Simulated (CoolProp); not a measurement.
Vapour-liquid equilibrium of propylene (1) + cyclohexane (2) at 41.75 °C; x and y are mole fractions of (1).

The numbers come from the multi-fluid Helmholtz-energy mixture model, Lemmon 2013 and Zhou 2014; pair parameters Bell 2016 in CoolProp.

```json
[
 {"x": "0.05", "bubble pressure, mixture model (MPa)": "0.1212", "bubble pressure, Raoult's law (MPa)": "0.1108", "y, mixture model": "[?]", "y, Raoult's law": "0.774"},
 {"x": "0.15", "bubble pressure, mixture model (MPa)": "0.3012", "bubble pressure, Raoult's law (MPa)": "0.2797", "y, mixture model": "0.916", "y, Raoult's law": "0.920"},
 {"x": "0.25", "bubble pressure, mixture model (MPa)": "[?]", "bubble pressure, Raoult's law (MPa)": "0.4485", "y, mixture model": "0.949", "y, Raoult's law": "0.956"},
 {"x": "0.35", "bubble pressure, mixture model (MPa)": "0.6322", "bubble pressure, Raoult's law (MPa)": "0.6173", "y, mixture model": "[?]", "y, Raoult's law": "0.972"},
 {"x": "0.45", "bubble pressure, mixture model (MPa)": "0.7879", "bubble pressure, Raoult's law (MPa)": "0.7862", "y, mixture model": "[?]", "y, Raoult's law": "0.982"},
 {"x": "0.55", "bubble pressure, mixture model (MPa)": "0.9405", "bubble pressure, Raoult's law (MPa)": "0.9550", "y, mixture model": "[?]", "y, Raoult's law": "0.988"},
 {"x": "0.65", "bubble pressure, mixture model (MPa)": "1.093", "bubble pressure, Raoult's law (MPa)": "1.124", "y, mixture model": "0.984", "y, Raoult's law": "0.992"},
 {"x": "0.75", "bubble pressure, mixture model (MPa)": "[?]", "bubble pressure, Raoult's law (MPa)": "1.293", "y, mixture model": "0.989", "y, Raoult's law": "0.995"},
 {"x": "0.85", "bubble pressure, mixture model (MPa)": "1.416", "bubble pressure, Raoult's law (MPa)": "1.461", "y, mixture model": "0.993", "y, Raoult's law": "0.997"},
 {"x": "0.95", "bubble pressure, mixture model (MPa)": "1.604", "bubble pressure, Raoult's law (MPa)": "1.630", "y, mixture model": "0.997", "y, Raoult's law": "0.999"}
]
```

**Question.** Some entries are withheld; supply them.

**Answer.** 
- 0.05, y, mixture model: 0.784
- 0.25, bubble pressure, mixture model (MPa): 0.4707
- 0.35, y, mixture model: 0.964
- 0.45, y, mixture model: 0.973
- 0.55, y, mixture model: 0.979
- 0.75, bubble pressure, mixture model (MPa): 1.249

The largest gap from Raoult's law is +9.4 % in bubble pressure, at x = 0.05. No azeotrope shows between x = 0.05 and 0.95.

Pair parameters are fitted to limited data, so mixtures are less certain than the pure fluids. The gap from Raoult's law changes sign with composition, which may be real or a fault of the pair parameters; it wasn't checked against measurements.
